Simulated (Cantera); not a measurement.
Feed: 1 mol MgCO₃, 0.062 mol SO₃, 0.56 mol CO₂, held at 0.710 bar.

Method: chemical equilibrium by Gibbs-energy minimisation in Cantera with the NASA 1993 tables (ideal gas, pure condensed phases). Candidate condensed phases: C, Mg, MgCO₃, MgO, MgS, MgSO₄, S; 26 gas species. The numbers say what is thermodynamically allowed, not how fast it happens.

Problem. At 1327 °C, list the 5 most abundant gas species with their mole fractions, and the condensed phases.

Solution. CO₂ 0.944, SO₂ 0.0374, O₂ 0.0188, CO 0.000163, SO₃ 0.000100. Condensed: MgO(s).
